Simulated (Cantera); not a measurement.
What does this Cantera script print?

```python
import numpy as np
import cantera as ct

gas = ct.Solution("gri30.yaml")
gas.TPX = 1550, 100000, {'CH4': 1, 'CO': 0.075, 'O2': 2.08, 'N2': 7.82}
reactor = ct.IdealGasConstPressureReactor(gas, energy="on", clone=False)
net = ct.ReactorNet([reactor])
net.rtol, net.atol = 1e-08, 1e-16
show = ['CH4', 'CO', 'O2', 'HCO', 'C2H', 'OH']
times = np.geomspace(2e-06, 0.3, 11)

steps = ct.SolutionArray(gas, extra=["t"])
rows = []
print(f"{'t/s':>10s}{'T/K':>9s}{'P/Pa':>11s}" + "".join(f"{s:>11s}" for s in show))
for t in times:
    while net.time < t:
        t_next = net.step()
        steps.append(gas.state, t=t_next)
    rows.append([np.interp(t, steps.t, y) for y in (steps.T, steps.P, *steps(*show).X.T)])
    print(f"{t:10.3e}{rows[-1][0]:9.1f}{rows[-1][1]:11.4g}" + "".join(f"{x:11.3e}" for x in rows[-1][2:]))
rate = np.gradient(steps.T, steps.t)
print("integrator steps:", len(steps.t))
if steps.T.max() > steps.T[0] + 200:
    print(f"time of steepest temperature rise: {steps.t[rate.argmax()]:.4e} s")
gas.TPX = 1550, 100000, {'CH4': 1, 'CO': 0.075, 'O2': 2.08, 'N2': 7.82}
gas.equilibrate("HP")
print(f"equilibrium (HP): T = {gas.T:.1f} K  " + "  ".join(f"{s} {gas[s].X[0]:.3e}" for s in show))
```

Output:

```
       t/s      T/K       P/Pa        CH4         CO         O2        HCO        C2H         OH
 2.000e-06   1550.0      1e+05  9.112e-02  6.834e-03  1.895e-01  4.675e-13  3.432e-26  1.824e-08
 6.586e-06   1550.0      1e+05  9.111e-02  6.834e-03  1.895e-01  1.707e-12  8.566e-24  2.600e-08
 2.169e-05   1550.0      1e+05  9.111e-02  6.833e-03  1.895e-01  1.410e-11  3.632e-21  5.538e-08
 7.143e-05   1549.9      1e+05  9.107e-02  6.832e-03  1.895e-01  2.577e-10  2.702e-18  1.844e-07
 2.352e-04   1550.8      1e+05  9.058e-02  6.842e-03  1.892e-01  1.296e-08  6.809e-15  1.030e-06
 7.746e-04   2498.4      1e+05  5.653e-16  4.904e-02  3.185e-02  8.264e-08  1.937e-20  2.360e-02
 2.551e-03   2750.1      1e+05  1.525e-15  4.196e-02  2.334e-02  3.812e-08  1.287e-19  2.038e-02
 8.400e-03   2745.9      1e+05  1.595e-15  4.212e-02  2.214e-02  3.802e-08  1.287e-19  1.989e-02
 2.766e-02   2745.8      1e+05  1.595e-15  4.212e-02  2.213e-02  3.802e-08  1.287e-19  1.988e-02
 9.110e-02   2745.8      1e+05  1.595e-15  4.212e-02  2.213e-02  3.802e-08  1.287e-19  1.988e-02
 3.000e-01   2745.8      1e+05  1.595e-15  4.212e-02  2.213e-02  3.802e-08  1.287e-19  1.988e-02
integrator steps: 1860
time of steepest temperature rise: 7.3139e-04 s
equilibrium (HP): T = 2745.8 K  CH4 2.116e-15  CO 4.212e-02  O2 2.213e-02  HCO 3.802e-08  C2H 1.362e-19  OH 1.988e-02
```

Computed with Cantera and GRI-Mech 3.0 (53 species, 325 reactions).
